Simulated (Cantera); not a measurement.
A perfectly stirred reactor is fed with C2H6 : N2 = 1 : 180 (molar parts), at 20.0 Torr; it is held at 1973 K, and followed from long to short residence time.

Detailed kinetics in Cantera: GRI-Mech 3.0 (53 species, 325 reactions). GRI-Mech 3.0 stops at C3 and has no aromatics, soot or wall deposition, so with more carbon than oxygen in the feed, carbon stays in small species such as C2H2 where larger ones or solid carbon would form. Radical loss at walls, strong at low pressure, is not modelled.

One state of this run: x C2H6 = 2.68e-6; x CH4 = 0.000271; x H = 0.000435; x C2H4 = 2.41e-5; x H2 = 0.0100; x HCN = 0.000723. x: mole fraction; the columns are a selection and need not sum to one.

Problem. Which value of τ (s) does it belong to?
(A) 0.0019
(B) 0.032
(C) 0.52
(D) 0.13

Solution. D, 0.13
